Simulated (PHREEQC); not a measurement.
3.7 g of hydrous ferric oxide (600 m²/g; 0.2 weak and 0.005 strong sites per Fe, Dzombak-Morel constants, diffuse double layer) in 1 kg of water with 0.001 mol/kgw of an inert sodium salt and 7.1e-05 mol Na2SeO4, at 25 °C; the pH is set by adding NaOH or the inert anion's acid. O2 is buffered at 0.21 atm. The system is closed to CO2. Nothing may precipitate in this run.

The numbers come from PHREEQC with the ion-association model, wateq4f.dat.

| pH | Se sorbed (%) | surface charge σ (C/m²) | surface potential ψ (mV) |
|---|---|---|---|
| 4 | 100.0 | 0.155 | 199 |
| 4.5 | 100.0 | 0.100 | 183 |
| 5 | 100.0 | 0.062 | 164 |
| 5.5 | 100.0 | ? | 142 |
| 6 | 99.7 | 0.021 | 117 |
| 6.5 | 97.6 | 0.012 | 90 |
| 7 | 82.4 | 0.006 | ? |
| 7.5 | 35.1 | ? | 35 |
| 8 | 5.6 | 0.000 | 6 |
| 8.5 | 0.6 | -0.002 | -23 |
| 9 | 0.1 | ? | -51 |
| 9.5 | 0.0 | -0.010 | -79 |
| 10 | 0.0 | -0.018 | -106 |

Task: Fill in the missing entries.

Result: 
- 5.5, surface charge σ (C/m²): 0.037
- 7, surface potential ψ (mV): 62
- 7.5, surface charge σ (C/m²): 0.003
- 9, surface charge σ (C/m²): -0.005
